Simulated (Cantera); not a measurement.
Mixture: 13.8 % CO, 19.4 % H2, 1.52 % CH4, 10.3 % O2, 48.4 % N2, 6.63 % CO2, at 3750 Torr, adiabatic and at constant pressure. Ignition delay is the time to a rise of 400 K.

Model: GRI-Mech 3.0 (53 species, 325 reactions), integrated in Cantera.

Q: Predict: delay at 1150 K; delay at 1250 K; delay at 1350 K; delay at 1450 K; delay at 1550 K; delay at 1650 K; apparent activation energy between 1450 and 1650 K.

A: 
| Quantity | Value |
|---|---|
| delay at 1150 K | 93.7 µs |
| delay at 1250 K | 24.7 µs |
| delay at 1350 K | 11.7 µs |
| delay at 1450 K | 7.03 µs |
| delay at 1550 K | 4.77 µs |
| delay at 1650 K | 3.50 µs |
| apparent activation energy between 1450 and 1650 K | 69 kJ/mol |
